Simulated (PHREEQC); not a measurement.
0.037 g of hydrous ferric oxide (600 m²/g; 0.2 weak and 0.005 strong sites per Fe, Dzombak-Morel constants, diffuse double layer) in 1 kg of water with 0.005 mol/kgw of an inert sodium salt and 0.00031 mmol/kgw SrCl2, at 25 °C; the pH is set by adding NaOH or the inert anion's acid. Oxygen alone is held at its pressure in air (log pO2 = -0.68). The system is closed to CO2. No solid was allowed to form.

Model: ion-association model, wateq4f.dat, run in PHREEQC.

```csv
pH,Sr sorbed (%),surface charge σ (C/m²),surface potential ψ (mV)
3,0.0,0.302,215
3.67,0.0,0.221,203
4.33,0.0,0.147,183
5,0.0,0.090,158
5.67,0.0,0.051,129
6.33,0.0,0.027,97
7,0.1,0.013,62
7.67,1.8,0.004,25
8.33,23.6,-0.002,-12
9,83.3,-0.009,-49
9.67,98.8,-0.021,-85
10.33,99.9,-0.042,-118
11,100.0,-0.080,-147
```

Complexes and solids missing from the database can't appear. The oxide is taken as insoluble; below pH 4 it would dissolve.
